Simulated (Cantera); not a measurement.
A closed system holds: 1 mol Pb, 0.096 mol H₂, equilibrated at 1448 K and 1.90 mbar.

Equilibrium computed with Cantera from the NASA thermochemical tables; the gas is ideal and each condensed phase is pure. Candidate condensed phases: Pb; 4 gas species. Rates play no part.

Base state: Pb 0.912, H₂ 0.0876, H 6.26e-5, Pb₂ 3.22e-5 (mole fractions); condensed: gas only.

Problem. What changes in the equilibrium state with this change: pressure from 1.90 mbar to 23.0 mbar?

Solution. 
```csv
species,before,after
Pb,0.912,0.635
H₂,0.0876,0.365
Pb₂,3.22e-5,0.000189
H,6.26e-5,3.67e-5
"Pb(l), mol",0,0.833
```
